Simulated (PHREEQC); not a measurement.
Copper plating or etch bath: speciation

Make-up at 25 °C: 3.8 mmol/kgw Cu(BF4)2, 0.085 mmol/kgw HNO3 and 0.093 mmol/kgw H3BO3. It is in equilibrium with CO2 at log p = -3.4 (atm). Otherwise closed; pH follows from the charge balance.

Model: ion-association model, phreeqc.dat, run in PHREEQC.

```json
{
  "pH": "2.94",
  "ionic_strength": "0.0125 mol/kgw",
  "total_alkalinity": "-22.9 meq/kg"
}
```

```tsv
species	molality	activity	log γ
BF4-	0.00560	0.00499	-0.049
Cu+2	0.00370	0.00241	-0.187
HF	0.00332	0.00333	0.001
F-	0.00218	0.00194	-0.050
H+	0.00126	0.00114	-0.043
H3BO3	0.00122	0.00123	0.001
```

This is a speciation only: nothing precipitates in the calculation. Real BF4- forms and hydrolyses slowly; the run takes it at equilibrium.
